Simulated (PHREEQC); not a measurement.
**Brine: an equilibrium model**

Make-up at 25 °C: 2 mol KCl and 0.074 mol NaHCO3 per kg of water. Closed to the air; pH follows from the charge balance.

Computed with PHREEQC (Pitzer model, pitzer.dat).

No solid was allowed to form.

Problem. Estimate the pH.

Solution. pH 7.77.

Problem. In which forms is C present?

Solution. HCO3- 96 %, CO2 1.8 %, CO3-2 1.8 % of the C.

Complexes and solids missing from the database can't appear. In brines, pH and single-ion activities rest on the MacInnes convention.
